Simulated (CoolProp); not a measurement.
Saturated liquid density (kg/m³) of CF4 (R14): the reference equation beside estimates from Tc = -45.8 °C, pc = 3762 kPa, ω = 0.178.

Computed with CoolProp (reference Helmholtz-energy equation of state, Platzer 1990). This equation is an older, rougher fit; its heat capacities, sound speeds and derivatives of the liquid may be far off and weren't checked against measurements.

```
T (°C)   reference  van der Waals  Redlich-Kwong  Peng-Robinson
-------  ---------  -------------  -------------  -------------
-113.15       1521          996.4           1444           1678
-109.65       1500          982.7           1419           1652
-106.15       1480          968.6           1394           1625
-102.65       1458          954.0           1368           1597
-99.15        1436          938.9           1341           1567
-95.65        1413          923.2           1313           1536
-92.15        1390          907.0           1283           1504
-88.65        1366          890.0           1253           1469
-85.15        1340          872.3           1221           1433
-81.65        1314          853.8           1187           1394
-78.15        1286          834.3           1152           1354
-74.75        1257          814.2           1116           1311
-71.25        1226          792.3           1077           1264
-67.75        1192          768.8           1035           1213
-64.25        1155          743.4          989.7           1158
```

Absolute difference from the reference over all 15 rows, mean and median: van der Waals 34.9 and 34.8 %, Redlich-Kwong 8.8 and 8.3 %, Peng-Robinson 6.7 and 7.5 %.
